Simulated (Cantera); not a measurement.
**Thermodynamics of iron carbonyl, mercury and lead vapours, feed PbO + H2**

Feed: 1 mol PbO, 1.8 mol H2, at 105 Torr.

These are equilibrium values from Cantera (NASA tables, ideal gas, pure condensed phases), not measurements of a reactor. Candidate condensed phases: H2O, Pb, PbO, PbO2, Pb3O4; 12 gas species. Equilibrium is a limit: real reactors are often held back by kinetics, nucleation or transport.

```tsv
T (K)	x H2O	x H2	x Pb	x PbO	x Pb2	x H	n Pb(s)	n Pb(l)
550	0.556	0.444	1.09e-12	<1e-12	<1e-12	<1e-12	1.00	0
625	0.556	0.444	1.67e-10	<1e-12	<1e-12	<1e-12	0	1.00
700	0.556	0.444	7.96e-9	<1e-12	<1e-12	<1e-12	0	1.00
775	0.556	0.444	1.78e-7	<1e-12	<1e-12	1.77e-12	0	1.00
850	0.556	0.444	2.27e-6	<1e-12	<1e-12	3.65e-11	0	1.000
925	0.556	0.444	1.91e-5	2.01e-11	1.78e-11	4.64e-10	0	1.000
1000	0.555	0.444	0.000116	4.01e-10	3.64e-10	4.04e-9	0	1.000
1075	0.555	0.444	0.000542	5.24e-9	4.83e-9	2.61e-8	0	0.999
1150	0.554	0.444	0.00207	4.89e-8	4.52e-8	1.33e-7	0	0.996
1225	0.552	0.441	0.00668	3.46e-7	3.19e-7	5.53e-7	0	0.988
1300	0.545	0.436	0.0187	1.95e-6	1.78e-6	1.95e-6	0	0.966
1375	0.529	0.424	0.0469	9.11e-6	8.21e-6	5.96e-6	0	0.911
1450	0.496	0.397	0.106	3.61e-5	3.21e-5	1.59e-5	0	0.785
1525	0.432	0.346	0.222	0.000125	0.000109	3.72e-5	0	0.484
```
x: gas mole fraction; n: condensed amount in mol.

At 550 K the condensed part is Pb(s). From 625 K to 1525 K the condensed part is Pb(l).
